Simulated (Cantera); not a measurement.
Input (Python, Cantera):

```python
import numpy as np
import cantera as ct

gas = ct.Solution("gri30.yaml")
gas.TPX = 1125, 1000000, {'CO': 1, 'H2': 0.19, 'CH4': 0.73, 'O2': 0.979, 'N2': 3.68}
reactor = ct.IdealGasReactor(gas, energy="on", clone=False)
net = ct.ReactorNet([reactor])
net.rtol, net.atol = 1e-08, 1e-16
show = ['CO', 'H2', 'CH4', 'C2H6', 'C2H', 'O2', 'H2O']
times = np.geomspace(1e-06, 1, 14)

steps = ct.SolutionArray(gas, extra=["t"])
rows = []
print(f"{'t/s':>10s}{'T/K':>9s}{'P/Pa':>11s}" + "".join(f"{s:>11s}" for s in show))
for t in times:
    while net.time < t:
        t_next = net.step()
        steps.append(gas.state, t=t_next)
    rows.append([np.interp(t, steps.t, y) for y in (steps.T, steps.P, *steps(*show).X.T)])
    print(f"{t:10.3e}{rows[-1][0]:9.1f}{rows[-1][1]:11.4g}" + "".join(f"{x:11.3e}" for x in rows[-1][2:]))
rate = np.gradient(steps.T, steps.t)
print("integrator steps:", len(steps.t))
if steps.T.max() > steps.T[0] + 200:
    print(f"time of steepest temperature rise: {steps.t[rate.argmax()]:.4e} s")
gas.TPX = 1125, 1000000, {'CO': 1, 'H2': 0.19, 'CH4': 0.73, 'O2': 0.979, 'N2': 3.68}
gas.equilibrate("UV")
print(f"equilibrium (UV): T = {gas.T:.1f} K  " + "  ".join(f"{s} {gas[s].X[0]:.3e}" for s in show))
```

It prints:

```
       t/s      T/K       P/Pa         CO         H2        CH4       C2H6        C2H         O2        H2O
 1.000e-06   1125.0      1e+06  1.520e-01  2.888e-02  1.110e-01  1.622e-14  6.981e-33  1.488e-01  2.870e-09
 2.894e-06   1125.0      1e+06  1.520e-01  2.888e-02  1.110e-01  4.832e-13  7.991e-32  1.488e-01  1.019e-08
 8.377e-06   1125.0      1e+06  1.520e-01  2.888e-02  1.110e-01  1.290e-11  1.091e-30  1.488e-01  3.989e-08
 2.424e-05   1125.0      1e+06  1.520e-01  2.888e-02  1.110e-01  3.612e-10  2.543e-29  1.488e-01  2.103e-07
 7.017e-05   1125.0      1e+06  1.520e-01  2.888e-02  1.110e-01  1.518e-08  5.986e-27  1.488e-01  1.787e-06
 2.031e-04   1125.5      1e+06  1.520e-01  2.885e-02  1.109e-01  2.128e-06  1.374e-22  1.488e-01  3.574e-05
 5.878e-04   1133.7  1.007e+06  1.517e-01  2.857e-02  1.105e-01  9.386e-05  9.959e-19  1.482e-01  6.806e-04
 1.701e-03   1205.2  1.069e+06  1.506e-01  2.736e-02  1.063e-01  8.301e-04  3.489e-15  1.428e-01  6.671e-03
 4.924e-03   2671.7  2.554e+06  2.039e-01  9.940e-02  1.677e-09  1.182e-18  2.547e-14  1.168e-05  1.316e-01
 1.425e-02   2671.7  2.554e+06  2.039e-01  9.940e-02  1.677e-09  1.182e-18  2.547e-14  1.168e-05  1.316e-01
 4.125e-02   2671.7  2.554e+06  2.039e-01  9.940e-02  1.677e-09  1.182e-18  2.547e-14  1.168e-05  1.316e-01
 1.194e-01   2671.7  2.554e+06  2.039e-01  9.940e-02  1.677e-09  1.182e-18  2.547e-14  1.168e-05  1.316e-01
 3.455e-01   2671.7  2.554e+06  2.039e-01  9.940e-02  1.677e-09  1.182e-18  2.547e-14  1.168e-05  1.316e-01
 1.000e+00   2671.7  2.554e+06  2.039e-01  9.940e-02  1.677e-09  1.182e-18  2.547e-14  1.168e-05  1.316e-01
integrator steps: 2265
time of steepest temperature rise: 2.2445e-03 s
equilibrium (UV): T = 2671.7 K  CO 2.039e-01  H2 9.940e-02  CH4 1.855e-09  C2H6 1.404e-18  C2H 2.771e-14  O2 1.168e-05  H2O 1.316e-01
```

Model: GRI-Mech 3.0 (53 species, 325 reactions), integrated in Cantera.
